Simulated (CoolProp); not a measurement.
A simple Rankine cycle with R236EA: condensing at 328.15 K, boiler at 1.95 MPa, turbine inlet 388.3 K, turbine efficiency 0.85, pump efficiency 0.7, no recuperator. Each further row changes one setting.

The numbers come from the reference Helmholtz-energy equation of state, Rui 2013 in CoolProp.

```csv
case,thermal efficiency (%),net work (kJ/kg),heat in (kJ/kg),turbine exit temperature (K),volume ratio over the turbine
as stated,9.3,16.3,175,349.2,4.44
turbine inlet 408.3 K,9.2,18.5,201,(withheld),4.12
condensing temperature 320.15 K,(withheld),(withheld),186,344.0,(withheld)
boiler pressure 1.36 MPa,7.1,13.3,187,363.7,2.76
turbine efficiency 0.75,8.1,(withheld),175,351.3,(withheld)
```

Fill in the missing entries.


- turbine inlet 408.3 K, turbine exit temperature (K): 372.7
- condensing temperature 320.15 K, thermal efficiency (%): 10.5
- condensing temperature 320.15 K, net work (kJ/kg): 19.5
- condensing temperature 320.15 K, volume ratio over the turbine: 5.62
- turbine efficiency 0.75, net work (kJ/kg): 14.2
- turbine efficiency 0.75, volume ratio over the turbine: 4.48
